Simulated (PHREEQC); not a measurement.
PHREEQC input (ion-association model, phreeqc.dat):

```
SOLUTION_MASTER_SPECIES
  Amm  AmmH+  0  AmmH  17.031  # ammonia with no redox link, constants of NH4+
SOLUTION_SPECIES
  AmmH+ = AmmH+
    -log_k 0
    -gamma 2.5 0
    -dw 1.98e-9
  AmmH+ = Amm + H+
    -log_k -9.252
    -delta_h 12.48 kcal
    -analytic 0.6322 -0.001225 -2835.76
    -dw 2.28e-9
  AmmH+ + SO4-2 = AmmHSO4-
    -log_k 1.11
PHASES
  Amm(g)
    Amm = Amm
    -log_k 1.7966
    -analytic -18.758 3.3670e-4 2.5113e3 4.8619 39.192
    -T_c 405.6
    -P_c 111.3
    -Omega 0.25
EXCHANGE_SPECIES
  AmmH+ + X- = AmmHX
    -log_k 0.6
    -gamma 2.5 0
    -delta_h -2.4
SOLUTION 1
  temp 72
  units mol/kgw
  pH 7 charge
  P 0.0053
  K 0.0053
  Na 0.014
  Si 2.1e-07
SOLUTION 2
  temp 72
  units mol/kgw
  pH 7 charge
  Amm 0.084
  Si 7.9e-06
END
SELECTED_OUTPUT 1
  -reset false
  -pH true
  -pe true
  -ionic_strength true
  -water true
  -totals Amm K Na P Si
  -molalities H+ Na+ K+ H4SiO4 PO4-3 OH- O2 HPO4-2 H2PO4- H3PO4
    NaOH NaHPO4- KHPO4- H3SiO4- H2SiO4-2 AmmH+ Amm
  -equilibrium_phases Chalcedony
PRINT
  -reset false
MIX 1
  1 1
  2 0
EQUILIBRIUM_PHASES 1
  Chalcedony 0 0
  O2(g) -0.68 10
END
# ... the last block is repeated for the other 20 points of share of solution B
```

Selected output (columns that matter, 14 of 21 rows; share of solution B added in front):

```
share of solution B	pH	mu	Amm	K	Na	P	Si	m_H+	m_Na+	m_K+	m_H4SiO4	m_PO4-3	m_OH-	m_HPO4-2
0	10.591	0.025316	0	0.0053	0.014	0.0053	2.1e-07	2.9455e-11	0.013933	0.0052747	8.2405e-09	0.00045111	0.0082496	0.0047554
0.1	10.553	0.022735	0.0084	0.00477	0.0126	0.00477	9.79e-07	3.2002e-11	0.012543	0.0047487	4.2285e-08	0.00036167	0.0074968	0.0043294
0.15	10.532	0.021453	0.0126	0.004505	0.0119	0.004505	1.3635e-06	3.3478e-11	0.011848	0.0044856	6.201e-08	0.00032086	0.0071183	0.0041122
0.25	10.487	0.018909	0.021	0.003975	0.0105	0.003975	2.1325e-06	3.6949e-11	0.010458	0.0039592	1.0843e-07	0.00024704	0.0063584	0.0036693
0.3	10.462	0.017647	0.0252	0.00371	0.0098	0.00371	2.517e-06	3.9007e-11	0.0097627	0.003696	1.3597e-07	0.00021401	0.0059776	0.0034437
0.4	10.407	0.015145	0.0336	0.00318	0.0084	0.00318	3.286e-06	4.3982e-11	0.0083713	0.0031692	2.0263e-07	0.00015565	0.0052164	0.0029838
0.45	10.376	0.013907	0.0378	0.002915	0.0077	0.002915	3.6705e-06	4.7019e-11	0.0076753	0.0029057	2.4338e-07	0.00013028	0.0048372	0.0027497
0.55	10.308	0.011456	0.0462	0.002385	0.0063	0.002385	4.4395e-06	5.4622e-11	0.0062826	0.0023784	3.4559e-07	8.7002e-05	0.0040861	0.002273
0.6	10.269	0.010247	0.0504	0.00212	0.0056	0.00212	4.824e-06	5.9433e-11	0.0055858	0.0021147	4.1041e-07	6.9007e-05	0.0037167	0.0020305
0.7	10.182	0.0078701	0.0588	0.00159	0.0042	0.00159	5.593e-06	7.1962e-11	0.0041916	0.0015868	5.797e-07	3.9994e-05	0.0030001	0.0015374
0.75	10.133	0.0067068	0.063	0.001325	0.0035	0.001325	5.9775e-06	8.0172e-11	0.0034939	0.0013227	6.9107e-07	2.8803e-05	0.0026585	0.001287
0.85	10.022	0.0044478	0.0714	0.000795	0.0021	0.000795	6.7465e-06	1.0203e-10	0.0020977	0.00079411	9.8985e-07	1.2426e-05	0.0020276	0.0007786
0.9	9.9621	0.00336	0.0756	0.00053	0.0014	0.00053	7.131e-06	1.163e-10	0.0013989	0.00052959	1.1875e-06	6.8884e-06	0.0017475	0.00052103
1	9.8363	0.001281	0.084	0	0	0	7.9e-06	1.5199e-10	0	0	1.7016e-06	0	0.0012748	0
```

Away from 25 °C the constants follow the database's enthalpies or fits; those with neither stay at their 25 °C values.
